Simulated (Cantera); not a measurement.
Charge: 1 mol Si2H6, 0.049 mol Cl2, 12 mol H2, held at 1.00 bar.

Equilibrium computed with Cantera from the NASA thermochemical tables; the gas is ideal and each condensed phase is pure. Candidate condensed phases: Si; 19 gas species. The feed counts by its element totals alone. The tables' values for SiCl3 are old estimates; treat these amounts as uncertain. Kinetics and transport are ignored. All values below are at 1050 K.

Base state: H2 0.995, HCl 0.00377, SiHCl3 0.000518, SiCl4 0.000189, SiH2Cl2 0.000162, SiCl2 2.66e-5, SiCl3 1.67e-5, SiH3Cl 1.32e-5 (mole fractions); condensed: Si(s).

### Question
What changes in the equilibrium state with this change: Cl2 from 0.049 to 0.0088 mol?

### Answer
```csv
species,before,after
H2,0.995,0.999
HCl,0.00377,0.00109
SiH2Cl2,0.000162,1.36e-5
SiHCl3,0.000518,1.26e-5
SiCl4,0.000189,1.33e-6
SiCl3,1.67e-5,4.05e-7
"Si(s), mol",1.99,2.00
```

### Question
What changes in the equilibrium state with this change: Si2H6 replaced by SiHCl3?

### Answer
| species | before | after |
|---|---|---|
| H2 | 0.995 | 0.924 |
| SiCl4 | 0.000189 | 0.0347 |
| SiHCl3 | 0.000518 | 0.0249 |
| HCl | 0.00377 | 0.0134 |
| SiCl3 | 1.67e-5 | 0.000831 |
| SiCl2 | 2.66e-5 | 0.000361 |
| SiH2Cl2 | 0.000162 | 0.00204 |
| SiH3Cl | 1.32e-5 | 4.34e-5 |
| Si(s), mol | 1.99 | 0.168 |
